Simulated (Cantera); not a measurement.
A Cantera script and its output.

```python
import numpy as np
import cantera as ct

gas = ct.Solution("gri30.yaml")
gas.TPX = 1373, 2600, {'C3H8': 1, 'H2': 84}
reactor = ct.IdealGasConstPressureReactor(gas, energy="off", clone=False)
net = ct.ReactorNet([reactor])
net.rtol, net.atol = 1e-08, 1e-18
show = ['C3H8', 'H2', 'C2H', 'C2H2', 'C2H4', 'CH4']
times = np.geomspace(0.0005, 200, 12)

steps = ct.SolutionArray(gas, extra=["t"])
rows = []
print(f"{'t/s':>10s}{'T/K':>9s}{'P/Pa':>11s}" + "".join(f"{s:>11s}" for s in show))
for t in times:
    while net.time < t:
        t_next = net.step()
        steps.append(gas.state, t=t_next)
    rows.append([np.interp(t, steps.t, y) for y in (steps.T, steps.P, *steps(*show).X.T)])
    print(f"{t:10.3e}{rows[-1][0]:9.1f}{rows[-1][1]:11.4g}" + "".join(f"{x:11.3e}" for x in rows[-1][2:]))
rate = np.gradient(steps.T, steps.t)
print("integrator steps:", len(steps.t))
if steps.T.max() > steps.T[0] + 200:
    print(f"time of steepest temperature rise: {steps.t[rate.argmax()]:.4e} s")
gas.TPX = 1373, 2600, {'C3H8': 1, 'H2': 84}
gas.equilibrate("TP")
print(f"equilibrium (TP): T = {gas.T:.1f} K  " + "  ".join(f"{s} {gas[s].X[0]:.3e}" for s in show))
```

Output:

```
       t/s      T/K       P/Pa       C3H8         H2        C2H       C2H2       C2H4        CH4
 5.000e-04   1373.0       2600  9.660e-03  9.858e-01  1.165e-12  5.095e-06  1.919e-03  1.785e-03
 1.615e-03   1373.0       2600  1.978e-03  9.776e-01  2.231e-10  3.404e-04  8.939e-03  9.792e-03
 5.218e-03   1373.0       2600  5.958e-06  9.759e-01  8.546e-10  2.216e-03  8.947e-03  1.230e-02
 1.686e-02   1373.0       2600  4.838e-09  9.762e-01  6.002e-10  4.143e-03  6.988e-03  1.243e-02
 5.446e-02   1373.0       2600  9.329e-10  9.763e-01  3.278e-10  5.879e-03  5.222e-03  1.247e-02
 1.759e-01   1373.0       2600  2.457e-10  9.764e-01  1.847e-10  7.513e-03  3.564e-03  1.247e-02
 5.684e-01   1373.0       2600  7.548e-11  9.765e-01  1.466e-10  9.193e-03  1.859e-03  1.247e-02
 1.836e+00   1373.0       2600  2.094e-11  9.765e-01  1.670e-10  1.053e-02  5.033e-04  1.246e-02
 5.932e+00   1373.0       2600  1.366e-11  9.765e-01  1.746e-10  1.073e-02  3.088e-04  1.245e-02
 1.916e+01   1373.0       2600  1.363e-11  9.765e-01  1.750e-10  1.074e-02  3.091e-04  1.241e-02
 6.191e+01   1373.0       2600  1.357e-11  9.766e-01  1.761e-10  1.080e-02  3.106e-04  1.230e-02
 2.000e+02   1373.0       2600  1.338e-11  9.767e-01  1.793e-10  1.095e-02  3.149e-04  1.197e-02
integrator steps: 1093
equilibrium (TP): T = 1373.0 K  C3H8 1.233e-11  H2 9.776e-01  C2H 1.963e-10  C2H2 1.173e-02  C2H4 3.370e-04  CH4 1.031e-02
```

Model: GRI-Mech 3.0 (53 species, 325 reactions), integrated in Cantera. GRI-Mech 3.0 was tuned for natural gas; its chemistry of propane as a main component is partial and can be far from experiment. GRI-Mech 3.0 stops at C3 and has no aromatics, soot or wall deposition, so with more carbon than oxygen in the feed, carbon stays in small species such as C2H2 where larger ones or solid carbon would form. Radical loss at walls, strong at low pressure, is not modelled.
